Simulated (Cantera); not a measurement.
Input: 1 mol CuO, 0.32 mol CH4, 1.9 mol H2, at 2202 °C.

Cantera equilibrium calculation (NASA polynomials, part measured and part estimated; ideal gas, pure solids and liquids). Candidate condensed phases: C, C6H6, C7H8, C8H18, Cu, CuO, Cu(OH)2, Cu2O, H2O; 113 gas species. Equilibrium is a limit: real reactors are often held back by kinetics, nucleation or transport.

Problem. Which condensed phases are stable at each of these points (P (Pa)): 10, 42, 180, 750, 3200, 13000, 56000, 240000, 1000000?

Solution. 
| P (Pa) | condensed phases | Cu condensed (%) |
|---|---|---|
| 10 | gas only | 0.0 |
| 42 | gas only | 0.0 |
| 180 | gas only | 0.0 |
| 750 | gas only | 0.0 |
| 3200 | gas only | 0.0 |
| 13000 | gas only | 0.0 |
| 56000 | gas only | 0.0 |
| 240000 | Cu(l) | 80.4 |
| 1000000 | Cu(l) | 95.5 |

From 10.0 Pa to 56000 Pa nothing is condensed. From 240000 Pa to 1000000 Pa the condensed part is Cu(l).
